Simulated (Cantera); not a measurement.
Input (Python, Cantera):

```python
import numpy as np
import cantera as ct

gas = ct.Solution("h2o2.yaml")
gas.TPX = 1275, 2100, {'H2': 0.28, 'O2': 1}
reactor = ct.IdealGasConstPressureReactor(gas, energy="off", clone=False)
net = ct.ReactorNet([reactor])
net.rtol, net.atol = 1e-08, 1e-18
show = ['H2', 'O2', 'OH', 'O', 'H2O']
times = np.geomspace(1e-05, 30, 10)

steps = ct.SolutionArray(gas, extra=["t"])
rows = []
print(f"{'t/s':>10s}{'T/K':>9s}{'P/Pa':>11s}" + "".join(f"{s:>11s}" for s in show))
for t in times:
    while net.time < t:
        t_next = net.step()
        steps.append(gas.state, t=t_next)
    rows.append([np.interp(t, steps.t, y) for y in (steps.T, steps.P, *steps(*show).X.T)])
    print(f"{t:10.3e}{rows[-1][0]:9.1f}{rows[-1][1]:11.4g}" + "".join(f"{x:11.3e}" for x in rows[-1][2:]))
rate = np.gradient(steps.T, steps.t)
print("integrator steps:", len(steps.t))
if steps.T.max() > steps.T[0] + 200:
    print(f"time of steepest temperature rise: {steps.t[rate.argmax()]:.4e} s")
gas.TPX = 1275, 2100, {'H2': 0.28, 'O2': 1}
gas.equilibrate("TP")
print(f"equilibrium (TP): T = {gas.T:.1f} K  " + "  ".join(f"{s} {gas[s].X[0]:.3e}" for s in show))
```

It prints:

```
       t/s      T/K       P/Pa         H2         O2         OH          O        H2O
 1.000e-05   1275.0       2100  2.187e-01  7.812e-01  1.358e-09  1.562e-09  5.778e-10
 5.244e-05   1275.0       2100  2.187e-01  7.812e-01  2.503e-08  3.583e-08  5.379e-08
 2.750e-04   1275.0       2100  2.186e-01  7.812e-01  2.834e-05  4.248e-05  1.102e-04
 1.442e-03   1275.0       2100  1.037e-02  6.648e-01  1.285e-02  7.508e-02  1.756e-01
 7.563e-03   1275.0       2100  4.286e-03  7.236e-01  8.541e-03  2.666e-02  2.236e-01
 3.966e-02   1275.0       2100  2.136e-04  7.524e-01  1.922e-03  1.271e-03  2.440e-01
 2.080e-01   1275.0       2100  1.021e-05  7.541e-01  4.263e-04  6.199e-05  2.454e-01
 1.091e+00   1275.0       2100  1.033e-06  7.543e-01  1.368e-04  6.383e-06  2.455e-01
 5.721e+00   1275.0       2100  1.771e-07  7.544e-01  5.683e-05  1.102e-06  2.456e-01
 3.000e+01   1275.0       2100  1.085e-07  7.544e-01  4.444e-05  6.741e-07  2.456e-01
integrator steps: 2024
equilibrium (TP): T = 1275.0 K  H2 1.084e-07  O2 7.544e-01  OH 4.442e-05  O 6.737e-07  H2O 2.456e-01
```

Computed with Cantera and the H2/O2 subset of GRI-Mech 3.0, which has no nitrogen chemistry. Radical loss at walls, strong at low pressure, is not modelled. The temperature is held fixed by assumption; the heat of reaction is taken as removed at once.
